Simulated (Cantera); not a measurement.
Charge: 1 mol SF6, 1.9 mol H2, 11 mol N2, held at 1000 K and 83.0 Pa.

Equilibrium computed with Cantera from the NASA thermochemical tables; the gas is ideal and each condensed phase is pure. Candidate condensed phases: S; 35 gas species. The tables' values for S2F2 (SSF2), SF3 are old estimates; treat these amounts as uncertain. Rates play no part.

Base state: N2 0.706, HF 0.244, SF4 0.0202, S2F2 (SSF2) 0.0147, SF2 0.0130, SF3 0.00171, SF6 1.52e-5 (mole fractions); condensed: gas only.

Q: What changes in the equilibrium state with this change: H2 from 1.9 to 0.07 mol?

A: 
| species | before | after |
|---|---|---|
| N2 | 0.706 | 0.906 |
| SF6 | 1.52e-5 | 0.0765 |
| HF | 0.244 | 0.0115 |
| S2F2 (SSF2) | 0.0147 | <1e-9 |
| SF2 | 0.0130 | 2.15e-7 |
| SF4 | 0.0202 | 0.00584 |
| SF3 | 0.00171 | 3.74e-6 |
| F | 1.26e-6 | 0.000166 |

Q: What changes in the equilibrium state with this change: temperature from 1000 K to 1423 K?

A: 
```tsv
species	before	after
N2	0.706	0.690
HF	0.244	0.238
SF2	0.0130	0.0556
SF4	0.0202	0.00131
F	1.26e-6	0.0109
S2F2 (SSF2)	0.0147	0.00151
SF6	1.52e-5	1.78e-8
SF	3.91e-7	0.000250
S2	3.68e-7	2.71e-5
SF3	0.00171	0.00242
```
The tables' values for SF3, S2F2 (SSF2) are old estimates; treat these amounts as uncertain.

Q: What changes in the equilibrium state with this change: temperature from 1000 K to 2200 K?

A: 
```
species       before    after
-----------  -------  -------
N2             0.706    0.618
HF             0.244    0.213
F            1.26e-6    0.123
S              <1e-9   0.0358
SF4           0.0202    <1e-9
S2F2 (SSF2)   0.0147  7.66e-8
SF2           0.0130  1.84e-5
SF3          0.00171  1.96e-9
H              <1e-9  5.72e-5
S2           3.68e-7  0.00969
```
